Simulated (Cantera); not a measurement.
A freely propagating, adiabatic, planar premixed flame of 2.85 % CH₄, 1.71 % C₂H₆, 16.5 % O₂, 79.0 % N₂, unburnt at 575 K and 1.00 bar; mixture-averaged transport, grid criteria slope 0.08 and curve 0.16, no radiation.

Cantera simulation using GRI-Mech 3.0 (53 species, 325 reactions); the numbers are that mechanism's predictions, not measurements. Burning velocities carry a grid error of a few per cent, more on coarse grids.

Question: Predict: laminar burning velocity; thermal thickness; peak x(O); peak x(C₂H); peak x(CO).

Answer: 
```
Property                     Result
------------------------  ---------
laminar burning velocity  53.2 cm/s
thermal thickness          0.548 mm
peak x(O)                   0.00276
peak x(C₂H)                 3.91e-8
peak x(CO)                   0.0270
```
